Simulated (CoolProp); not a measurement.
Vapour-liquid equilibrium of R22 (1) + R123 (2) at 0.267 MPa; x and y are mole fractions of (1).

Computed with CoolProp (multi-fluid Helmholtz-energy mixture model, Kamei 1995 and Younglove 1994; pair parameters Bell 2016).

```json
[
 {"x": "0.05", "bubble temperature, mixture model (K)": "321.2", "bubble temperature, Raoult's law (K)": "319.2", "y, mixture model": "0.271", "y, Raoult's law": "0.332"},
 {"x": "0.15", "bubble temperature, mixture model (K)": "305.0", "bubble temperature, Raoult's law (K)": "302.5", "y, mixture model": "0.606", "y, Raoult's law": "0.659"},
 {"x": "0.25", "bubble temperature, mixture model (K)": "292.7", "bubble temperature, Raoult's law (K)": "291.1", "y, mixture model": "0.776", "y, Raoult's law": "0.804"},
 {"x": "0.35", "bubble temperature, mixture model (K)": "283.4", "bubble temperature, Raoult's law (K)": "282.7", "y, mixture model": "0.864", "y, Raoult's law": "0.879"},
 {"x": "0.45", "bubble temperature, mixture model (K)": "276.3", "bubble temperature, Raoult's law (K)": "276.1", "y, mixture model": "0.914", "y, Raoult's law": "0.923"},
 {"x": "0.55", "bubble temperature, mixture model (K)": "270.8", "bubble temperature, Raoult's law (K)": "270.8", "y, mixture model": "0.944", "y, Raoult's law": "0.951"},
 {"x": "0.65", "bubble temperature, mixture model (K)": "266.4", "bubble temperature, Raoult's law (K)": "266.4", "y, mixture model": "0.964", "y, Raoult's law": "0.969"},
 {"x": "0.75", "bubble temperature, mixture model (K)": "262.7", "bubble temperature, Raoult's law (K)": "262.7", "y, mixture model": "0.978", "y, Raoult's law": "0.981"},
 {"x": "0.85", "bubble temperature, mixture model (K)": "259.6", "bubble temperature, Raoult's law (K)": "259.5", "y, mixture model": "0.988", "y, Raoult's law": "0.991"},
 {"x": "0.95", "bubble temperature, mixture model (K)": "256.7", "bubble temperature, Raoult's law (K)": "256.7", "y, mixture model": "0.996", "y, Raoult's law": "0.997"}
]
```

The largest gap from Raoult's law is +2.5 K in bubble temperature, at x = 0.15. No azeotrope shows between x = 0.05 and 0.95.

The pair parameters rest on a limited set of measurements; away from them the model extrapolates.
